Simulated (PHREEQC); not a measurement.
Solution (25 °C and 500 atm): 1.3 mmol/kgw KH2PO4 and 0.009 mmol/kgw H4SiO4. Closed to the air; pH follows from the charge balance.

All values are PHREEQC results (ion-association model, phreeqc.dat), not measurements.

Each row changes one thing in this solution. Precipitation was switched off in this run.

```
case                                     pH  ionic strength (mol/kgw)  HPO4-2 (mol/kgw)  H3PO4 (mol/kgw)  KHPO4- (mol/kgw)  H3SiO4- (mol/kgw)  SI of Quartz (SiO2)
-------------------------------------  ----  ------------------------  ----------------  ---------------  ----------------  -----------------  -------------------
as made                                4.95                   0.00133           1.32e-5          1.57e-6           1.95e-8           2.00e-10                -1.11
7.6e-05 mol/kgw HCl added              4.18                   0.00137           2.23e-6          9.32e-6           3.30e-9           3.37e-11                -1.11
diluted 100-fold with water            5.95                   1.52e-5           1.11e-6          1.49e-9          1.88e-11           1.94e-11                -3.11
KH2PO4 from 0.0013 to 0.00013 mol/kgw  5.44                  0.000137           3.70e-6          5.10e-8          6.10e-10           6.02e-10                -1.11
KH2PO4 from 0.0013 to 0.00195 mol/kgw  4.87                   0.00198           1.68e-5          2.81e-6           3.63e-8           1.67e-10                -1.11
KH2PO4 from 0.0013 to 0.0026 mol/kgw   4.82                   0.00264           2.02e-5          4.22e-6           5.65e-8           1.49e-10                -1.11
```

Complexes and solids missing from the database can't appear. Under pressure, the constants of complexes without a molar volume in the database are unreliable.
